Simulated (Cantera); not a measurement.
Source: NASA polynomial tables (part measured, part estimated), evaluated in Cantera. Values are per mole of reaction as written; species without (g) are pure solids or liquids, kept so even where they would boil at 1 bar.

2 V + 3 V2O4 → 4 V2O3

```tsv
T (K)	ΔH° (kJ)	ΔS° (J/K)	ΔG° (kJ)	log10 K
1223	-610.7	-39.2	-562.8	24.04
1248	[?]	[?]	[?]	[?]
1273	[?]	[?]	[?]	[?]
1298	[?]	[?]	[?]	[?]
1323	[?]	[?]	[?]	[?]
1348	-608.4	-37.3	-558.0	21.62
```

**Question.** What belongs in the gaps?

**Answer.** 
- 1248, ΔH° (kJ): -610.3
- 1248, ΔS° (J/K): -38.8
- 1248, ΔG° (kJ): -561.8
- 1248, log10 K: 23.52
- 1273, ΔH° (kJ): -609.8
- 1273, ΔS° (J/K): -38.5
- 1273, ΔG° (kJ): -560.9
- 1273, log10 K: 23.01
- 1298, ΔH° (kJ): -609.4
- 1298, ΔS° (J/K): -38.1
- 1298, ΔG° (kJ): -559.9
- 1298, log10 K: 22.53
- 1323, ΔH° (kJ): -608.9
- 1323, ΔS° (J/K): -37.7
- 1323, ΔG° (kJ): -559.0
- 1323, log10 K: 22.07
